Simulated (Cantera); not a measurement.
What does this Cantera script print?

```python
import numpy as np
import cantera as ct

gas = ct.Solution("h2o2.yaml")
gas.TPX = 550, 500000, {'H2': 1, 'O2': 0.595, 'N2': 2.24}
flame = ct.FreeFlame(gas, width=0.013)
flame.set_refine_criteria(ratio=3, slope=0.08, curve=0.16)
flame.transport_model = "mixture-averaged"
flame.solve(loglevel=0, auto=True)
z, T = flame.grid, flame.T
thick = (T[-1] - T[0]) / np.gradient(T, z).max()
show = ['H2', 'O2', 'H2O2', 'OH', 'O', 'H2O']
print(f"laminar burning velocity  {flame.velocity[0] * 100:.3f} cm/s")
print(f"burnt temperature         {T[-1]:.1f} K")
print(f"thermal thickness         {thick * 1e3:.4f} mm")
print(f"grid points               {len(z)}")
z0 = z[flame.heat_release_rate.argmax()]
print(f"{'z/mm':>9s}{'T/K':>9s}{'u/(m/s)':>9s}" + "".join(f"{s:>11s}" for s in show))
rows = []
for k in (-3, -2, -1.5, -1, -0.5, -0.25, 0, 0.25, 0.5, 1, 2, 4, 8):
    zz = z0 + k * thick
    rows.append([k * thick, np.interp(zz, z, T), np.interp(zz, z, flame.velocity),
                 *(np.interp(zz, z, flame.X[gas.species_index(s)]) for s in show)])
    print(f"{rows[-1][0] * 1e3:9.3f}{rows[-1][1]:9.1f}{rows[-1][2]:9.3f}" + "".join(f"{x:11.3e}" for x in rows[-1][3:]))
```

Output:

```
laminar burning velocity  448.533 cm/s
burnt temperature         2396.9 K
thermal thickness         0.0563 mm
grid points               113
     z/mm      T/K  u/(m/s)         H2         O2       H2O2         OH          O        H2O
   -0.169    550.0    4.485  2.607e-01  1.552e-01  2.502e-11  1.364e-13  5.426e-12  1.007e-08
   -0.113    550.0    4.484  2.606e-01  1.552e-01  7.652e-10  6.194e-12  2.463e-10  2.406e-07
   -0.085    550.2    4.482  2.599e-01  1.553e-01  1.693e-08  1.384e-10  5.310e-09  3.928e-06
   -0.056    552.0    4.480  2.567e-01  1.560e-01  3.069e-07  4.053e-09  8.717e-08  5.421e-05
   -0.028    607.2    4.798  2.331e-01  1.591e-01  2.683e-05  3.062e-05  8.412e-06  3.510e-03
   -0.014    892.4    6.798  1.854e-01  1.517e-01  9.449e-05  9.255e-04  2.955e-04  3.467e-02
    0.000   1339.8    9.937  1.146e-01  1.175e-01  3.202e-05  3.312e-03  2.859e-03  1.118e-01
    0.014   1666.2   12.241  5.790e-02  7.448e-02  5.889e-06  8.595e-03  6.680e-03  1.874e-01
    0.028   1849.2   13.522  3.357e-02  5.216e-02  3.458e-06  1.302e-02  8.179e-03  2.239e-01
    0.056   2033.4   14.761  2.159e-02  4.023e-02  2.056e-06  1.583e-02  7.163e-03  2.466e-01
    0.113   2187.7   15.748  1.514e-02  3.568e-02  1.339e-06  1.507e-02  4.534e-03  2.616e-01
    0.225   2298.3   16.429  9.206e-03  3.297e-02  9.437e-07  1.247e-02  2.454e-03  2.740e-01
    0.451   2362.7   16.816  5.010e-03  3.163e-02  7.260e-07  9.600e-03  1.271e-03  2.823e-01
```

Model: the H2/O2 subset of GRI-Mech 3.0, which has no nitrogen chemistry, integrated in Cantera. The hydrogen kinetics of GRI-Mech 3.0 are dated; newer H2 mechanisms differ, most at raised pressure. Burning velocities carry a grid error of a few per cent, more on coarse grids.
